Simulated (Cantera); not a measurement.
A Cantera script and what it prints.

```python
import numpy as np
import cantera as ct

gas_names = """
    Fe H H2 H2S N NH NH2 NH3 N2 N2H2 N2H4 S SH SN S2 S8
""".split()
cond_names = """
    Fe(a) Fe(c) Fe(d) Fe(L) FeS(a) FeS(b) FeS(c) FeS(L) FeS2(s) S(cr1) S(cr2) S(L)
""".split()


def load(file, names, dense=False):
    # The tables refer to 1 bar. Condensed volumes are neglected.
    table = {s.name: s for s in ct.Species.list_from_file(file)}
    out = []
    for n in names:
        d = dict(table[n].input_data)
        d["thermo"] = dict(d["thermo"], **{"reference-pressure": 1e5})
        if dense:
            d["equation-of-state"] = {"model": "constant-volume", "density": "1e6 g/cm^3"}
        out.append(ct.Species.from_dict(d))
    return out


gas = ct.Solution(thermo="ideal-gas", species=load("nasa_gas.yaml", gas_names))
cond = {s.name: ct.Solution(thermo="fixed-stoichiometry", species=[s], name=s.name)
        for s in load("nasa_condensed.yaml", cond_names, dense=True)}
atoms = {
    'FeS': {'Fe': 1, 'S': 1},
    'H2': {'H': 2},
    'N2': {'N': 2},
}
top_T = {'FeS2(s)': 1010}  # K; cautious upper limits of use, not melting points


def equilibrate(T, P, feed):
    n = {}
    for name, mol in feed.items():
        for a, k in atoms[name].items():
            n[a] = n.get(a, 0.0) + k * mol
    gas.TPX = T, P, n
    mass = sum(n.values()) * gas.mean_molecular_weight
    gas.equilibrate("TP")
    valid = [c for c in cond.values() if c.min_temp <= T <= top_T.get(c.name, c.max_temp)]
    mix = ct.Mixture([(gas, mass / gas.mean_molecular_weight)] + [(c, 0.0) for c in valid])
    mix.T, mix.P = T, P
    mix.equilibrate("TP", solver="vcs", rtol=1e-11, max_steps=5000)
    return mix


results = []
feed = {'FeS': 1, 'H2': 0.3, 'N2': 5.4}  # mol
P = 390000  # Pa
for T in [1073, 1123, 1173, 1223, 1273, 1323, 1373, 1423, 1473, 1523]:
    mix = equilibrate(T, P, feed)
    results.append((T, P, feed, dict(zip(mix.species_names, mix.species_moles))))
    x = sorted(zip(gas.X, gas.species_names), reverse=True)
    print(f"T = {T:g} K  P = {P:g} Pa  gas = {mix.phase_moles(0):.4g} mol")
    print("   x: " + "  ".join(f"{s} {v:.3e}" for v, s in x if v > 0.0001))
    print("   condensed (mol): " + ("  ".join(f"{mix.phase(i).name} {mix.phase_moles(i):.4g}"
          for i in range(1, mix.n_phases) if mix.phase_moles(i) > 1e-12) or "none"))
```

It prints:

```
T = 1073 K  P = 390000 Pa  gas = 5.7 mol
   x: N2 9.474e-01  H2 5.251e-02
   condensed (mol): Fe(a) 0.0005674  FeS(c) 0.9994
T = 1123 K  P = 390000 Pa  gas = 5.7 mol
   x: N2 9.474e-01  H2 5.247e-02  H2S 1.394e-04
   condensed (mol): Fe(a) 0.0007948  FeS(c) 0.9992
T = 1173 K  P = 390000 Pa  gas = 5.7 mol
   x: N2 9.474e-01  H2 5.243e-02  H2S 1.896e-04
   condensed (mol): Fe(a) 0.001081  FeS(c) 0.9989
T = 1223 K  P = 390000 Pa  gas = 5.7 mol
   x: N2 9.474e-01  H2 5.237e-02  H2S 2.515e-04
   condensed (mol): Fe(c) 0.001435  FeS(c) 0.9986
T = 1273 K  P = 390000 Pa  gas = 5.7 mol
   x: N2 9.474e-01  H2 5.230e-02  H2S 3.258e-04
   condensed (mol): Fe(c) 0.001859  FeS(c) 0.9981
T = 1323 K  P = 390000 Pa  gas = 5.7 mol
   x: N2 9.474e-01  H2 5.221e-02  H2S 4.126e-04
   condensed (mol): Fe(c) 0.002358  FeS(c) 0.9976
T = 1373 K  P = 390000 Pa  gas = 5.7 mol
   x: N2 9.474e-01  H2 5.211e-02  H2S 5.122e-04
   condensed (mol): Fe(c) 0.002934  FeS(c) 0.9971
T = 1423 K  P = 390000 Pa  gas = 5.7 mol
   x: N2 9.474e-01  H2 5.200e-02  H2S 6.244e-04
   condensed (mol): Fe(c) 0.003591  FeS(c) 0.9964
T = 1473 K  P = 390000 Pa  gas = 5.7 mol
   x: N2 9.474e-01  H2 5.189e-02  H2S 7.359e-04
   condensed (mol): Fe(c) 0.004262  FeS(L) 0.9957
T = 1523 K  P = 390000 Pa  gas = 5.7 mol
   x: N2 9.474e-01  H2 5.182e-02  H2S 8.011e-04
   condensed (mol): Fe(c) 0.004688  FeS(L) 0.9953
```

Method: chemical equilibrium by Gibbs-energy minimisation in Cantera with the NASA 1993 tables (ideal gas, pure condensed phases). Metal and sulfide melt together well below either melting point, which pure phases cannot show. Mutual solubility and eutectic melting of coexisting phases are not modelled. FeS: taken at fixed stoichiometry.
